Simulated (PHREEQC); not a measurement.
A solution holds 0.17 mol/kgw H2SO4, 0.076 mol/kgw FeCl3 and 0.00053 mol/kgw MgCl2, at 25 °C. Closed to the air; pH follows from the charge balance.

The numbers come from PHREEQC with the ion-association model, phreeqc.dat.

```tsv
quantity	before	after
pH	0.77	0.91
ionic strength (mol/kgw)	0.415	0.418
HSO4- (mol/kgw)	0.0889	0.0805
SO4-2 (mol/kgw)	0.0178	0.0224
```

**Question.** Name the change that produced these shifts.
A. FeCl3 from 0.076 to 0.0152 mol/kgw
B. H2SO4 from 0.17 to 0.153 mol/kgw
C. FeCl3 left out
D. 0.075 mol/kgw LiOH added
E. MgCl2 left out

**Answer.** D, 0.075 mol/kgw LiOH added

Precipitation was switched off in this run. Some of these states are supersaturated (in Hematite (slow to form), Goethite (slow to form), for instance).
